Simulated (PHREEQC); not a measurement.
1 kg of water holding 0.35 mol/kgw NaCl and 0.041 mol/kgw MgCl2 is evaporated at 30 °C; the solids stay in contact with the brine. The system is closed to CO2. Only these solids could form: Bischofite, Brucite, Halite, MgCl2_4H2O.

The series has 27 steps of water left (kg), from 1 to 0.004576.

All values are PHREEQC results (Pitzer model, pitzer.dat), not measurements.

Task: Which solids form, in which order, and at which step of the series does each first stand?

Result: Halite from water left = 0.06418 kg; Bischofite from water left = 0.004576 kg.
